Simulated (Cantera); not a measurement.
A closed system holds: 1 mol CCl₄, 0.061 mol Si, 4.9 mol H₂, held at 1300 K and 10000 Pa.

Cantera equilibrium calculation (NASA polynomials, part measured and part estimated; ideal gas, pure solids and liquids). Candidate condensed phases: C, C₆H₆, C₇H₈, C₈H₁₈, Si, SiC; 109 gas species. The tables' values for SiCl₃ are old estimates; treat these amounts as uncertain. Equilibrium is a limit: real reactors are often held back by kinetics, nucleation or transport.

Base state: HCl 0.550, H₂ 0.441, SiCl₄ 0.00800, SiCl₃ 0.000464, SiHCl₃ 0.000292, SiCl₂ 0.000159, CH₄ 0.000153 (mole fractions); condensed: C(graphite).

Problem. What changes in the equilibrium state with this change: Si from 0.061 to 0.35 mol?

Solution. 
```json
[
 {"species": "H₂", "before": "0.441", "after": "0.540"},
 {"species": "HCl", "before": "0.550", "after": "0.406"},
 {"species": "SiCl₄", "before": "0.00800", "after": "0.0446"},
 {"species": "SiH₂Cl₂", "before": "1.50e-6", "after": "2.31e-5"},
 {"species": "SiCl₂", "before": "0.000159", "after": "0.00200"},
 {"species": "C(graphite), mol", "before": "0.999", "after": "0.998"}
]
```

Problem. What changes in the equilibrium state with this change: temperature from 1300 K to 925 K?

Solution. 
| species | before | after |
|---|---|---|
| HCl | 0.550 | 0.552 |
| H₂ | 0.441 | 0.435 |
| SiCl₄ | 0.00800 | 0.00893 |
| CH₄ | 0.000153 | 0.00430 |
| SiCl₂ | 0.000159 | 2.51e-9 |
| SiCl₃ | 0.000464 | 7.52e-7 |
| C(graphite), mol | 0.999 | 0.971 |

Problem. What changes in the equilibrium state with this change: temperature from 1300 K to 2200 K?

Solution. 
```json
[
 {"species": "HCl", "before": "0.550", "after": "0.545"},
 {"species": "H₂", "before": "0.441", "after": "0.423"},
 {"species": "H", "before": "2.32e-6", "after": "0.0116"},
 {"species": "Cl", "before": "2.45e-6", "after": "0.0109"},
 {"species": "SiCl₂", "before": "0.000159", "after": "0.00836"},
 {"species": "SiCl", "before": "<1e-9", "after": "7.46e-5"},
 {"species": "Si", "before": "<1e-9", "after": "2.28e-5"},
 {"species": "C₂H₂ (acetylene)", "before": "2.54e-7", "after": "0.00108"},
 {"species": "SiCl₄", "before": "0.00800", "after": "7.55e-6"},
 {"species": "C(graphite), mol", "before": "0.999", "after": "0.985"}
]
```
The tables' values for SiCl₃, SiCl are old estimates; treat these amounts as uncertain.
